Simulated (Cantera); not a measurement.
A perfectly stirred reactor is fed with CH3OH : O2 : N2 = 1 : 1.52 : 5.7 (molar parts), equivalence ratio 0.99, at 7.10 bar; it is adiabatic with a 300 K inlet, and is followed from long to short residence time, starting on the burning branch (τ in s: 0.1, 0.048, 0.023, 0.011, 0.0053, 0.0026, 0.0012, 0.00059, 0.00028, 0.00014, 6.5e-05, 3.1e-05, 1.5e-05).

Cantera simulation using GRI-Mech 3.0 (53 species, 325 reactions); the numbers are that mechanism's predictions, not measurements. GRI-Mech 3.0 was tuned for natural gas; its chemistry of methanol as a main component is partial and can be far from experiment.

Problem. What does this change do: N2 5.7 to 8.9 parts?

Solution. 
```json
[
 {"quantity": "blow-out, bracketed by the residence times tried", "before": "burning at 31.0 µs, out at 15.0 µs", "after": "burning at 0.140 ms, out at 65.0 µs"},
 {"quantity": "x(CH3OH) at τ = 0.100 s", "before": "2.97e-7", "after": "1.48e-6"},
 {"quantity": "x(O2) at τ = 0.100 s", "before": "0.00487", "after": "0.00254"},
 {"quantity": "x(H2O) at τ = 0.100 s", "before": "0.225", "after": "0.167"},
 {"quantity": "x(CH3) at τ = 0.100 s", "before": "1.21e-7", "after": "8.32e-8"},
 {"quantity": "x(HCN) at τ = 0.100 s", "before": "4.49e-8", "after": "5.34e-9"},
 {"quantity": "x(CH3OH) at τ = 1.20 ms", "before": "1.30e-5", "after": "3.00e-5"},
 {"quantity": "x(O2) at τ = 1.20 ms", "before": "0.00971", "after": "0.00688"},
 {"quantity": "x(H2O) at τ = 1.20 ms", "before": "0.220", "after": "0.162"},
 {"quantity": "x(CH3) at τ = 1.20 ms", "before": "1.62e-6", "after": "9.12e-7"},
 {"quantity": "x(HCN) at τ = 1.20 ms", "before": "9.28e-8", "after": "3.97e-8"}
]
```
